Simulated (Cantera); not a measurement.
Input: 1 mol Si3H8, 42 mol H2, at 1425 °C and 1.33 mbar.

Cantera equilibrium calculation (NASA polynomials, part measured and part estimated; ideal gas, pure solids and liquids). Candidate condensed phases: Si; 9 gas species. The feed counts by its element totals alone. Gases not in the tables: Si2H6 and higher silanes. Kinetics and transport are ignored.

Q: What is the equilibrium state?

A: 
```
Property        Value
----------  ---------
x(H2)           0.996
x(H)          0.00395
x(Si)        0.000493
x(SiH)        2.79e-5
x(SiH2)       1.39e-5
x(Si2)        2.14e-6
n(Si(l))     2.98 mol
gas amount  46.11 mol
```
